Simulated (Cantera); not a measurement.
A closed system holds: 1 mol CH₃SiCl₃, 0.14 mol HCl, 260 mol H₂, held at 2302 °C and 16000 Pa.

Method: chemical equilibrium by Gibbs-energy minimisation in Cantera with the NASA 1993 tables (ideal gas, pure condensed phases). Candidate condensed phases: C, C₆H₆, C₇H₈, C₈H₁₈, Si, SiC; 109 gas species. The feed counts by its element totals alone. The tables' values for SiCl are old estimates; treat these amounts as uncertain. Gases not in the tables: Si₂H₆ and higher silanes. Equilibrium is a limit: real reactors are often held back by kinetics, nucleation or transport.

Base state: H₂ 0.901, H 0.0822, HCl 0.0106, Si 0.00302, C₂H₂ (acetylene) 0.00165, Cl 0.000682, SiH 0.000271, SiC₂ 0.000120 (mole fractions); condensed: gas only.

Task: What changes in the equilibrium state with this change: H₂ from 260 to 7.8 mol?

Result: 
```json
[
 {"species": "H₂", "before": "0.901", "after": "0.654"},
 {"species": "HCl", "before": "0.0106", "after": "0.199"},
 {"species": "H", "before": "0.0822", "after": "0.0700"},
 {"species": "SiCl₂", "before": "1.03e-5", "after": "0.0240"},
 {"species": "Cl", "before": "0.000682", "after": "0.0150"},
 {"species": "Si", "before": "0.00302", "after": "0.0145"},
 {"species": "SiCl₃", "before": "2.26e-9", "after": "0.000115"},
 {"species": "C₂HCl", "before": "2.51e-7", "after": "3.78e-5"},
 {"species": "SiCl", "before": "4.65e-5", "after": "0.00492"},
 {"species": "Si₂C", "before": "3.82e-5", "after": "0.00251"},
 {"species": "C₄H₂", "before": "1.25e-6", "after": "5.85e-5"},
 {"species": "C(graphite), mol", "before": "0", "after": "0.273"},
 {"species": "SiC(s), mol", "before": "0", "after": "0.356"}
]
```
The tables' values for SiCl, SiCl₃ are old estimates; treat these amounts as uncertain.

Task: What changes in the equilibrium state with this change: HCl from 0.14 to 3.2 mol?

Result: 
| species | before | after |
|---|---|---|
| H₂ | 0.901 | 0.891 |
| H | 0.0822 | 0.0817 |
| HCl | 0.0106 | 0.0207 |
| Cl | 0.000682 | 0.00134 |
| Si | 0.00302 | 0.00293 |
| SiCl₂ | 1.03e-5 | 3.85e-5 |
| SiCl | 4.65e-5 | 8.84e-5 |
| Si₂C | 3.82e-5 | 3.60e-5 |
